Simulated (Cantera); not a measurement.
What does this Cantera script print?

```python
import numpy as np
import cantera as ct

gas_names = [...]  # 123 gases of nasa_gas.yaml made of C, H, O, Si
cond_names = """
    C(gr) C6H6(L) C7H8(L) C8H18(L),n-octa H2O(s) H2O(L) Si(cr) Si(L) SiC(b) SiO2(Lqz) SiO2(hqz) SiO2(L)
""".split()


# ... load() reads the species with a 1 bar reference pressure and builds the phases ...
atoms = {
    'SiC': {'Si': 1, 'C': 1},
    'CO2': {'C': 1, 'O': 2},
    'H2': {'H': 2},
}
top_T = {'C(gr)': 4500, 'SiC(b)': 3050}  # K; cautious upper limits of use, not melting points


# ... equilibrate(T, P, feed) seeds the gas with the atoms and calls Mixture.equilibrate('TP', solver="vcs", rtol=1e-11, max_steps=5000) ...
results = []
feed = {'SiC': 1, 'CO2': 0.18, 'H2': 5.8}  # mol
T = 1150  # K
P = 10000  # Pa
mix = equilibrate(T, P, feed)
results.append((T, P, feed, dict(zip(mix.species_names, mix.species_moles))))
print(gas.report(threshold=1e-05))
for i in range(1, mix.n_phases):
    print(f"{mix.phase(i).name:16s} {mix.phase_moles(i):12.5e} mol")
```

Result:

```
       temperature   1150 K
          pressure   10000 Pa
           density   0.0021466 kg/m^3
  mean mol. weight   2.0525 kg/kmol
   phase of matter   gas

                          1 kg             1 kmol
                     ---------------   ---------------
          enthalpy        1.2245e+07        2.5132e+07  J
   internal energy        7.5863e+06        1.5571e+07  J
           entropy             92576        1.9001e+05  J/K
    Gibbs function       -9.4217e+07       -1.9338e+08  J
 heat capacity c_p             15093             30977  J/K
 heat capacity c_v             11042             22663  J/K

                      mass frac. Y      mole frac. X     chem. pot. / RT
                     ---------------   ---------------   ---------------
               CH4          0.018203         0.0023289            -42.07
                CO         0.0019896        0.00014579           -48.674
                H2            0.9798           0.99752           -20.169
     [ +120 minor]        9.0611e-06        1.1176e-06

C(gr)             3.45253e-01 mol
Si(cr)            0.00000e+00 mol
SiC(b)            8.20424e-01 mol
SiO2(hqz)         1.79576e-01 mol
```

Method: chemical equilibrium by Gibbs-energy minimisation in Cantera with the NASA 1993 tables (ideal gas, pure condensed phases). Mutual solubility and eutectic melting of coexisting phases are not modelled. The tables hold silica as quartz up to 1696 K and as liquid above; real silica turns to tridymite and cristobalite and melts near 1996 K.
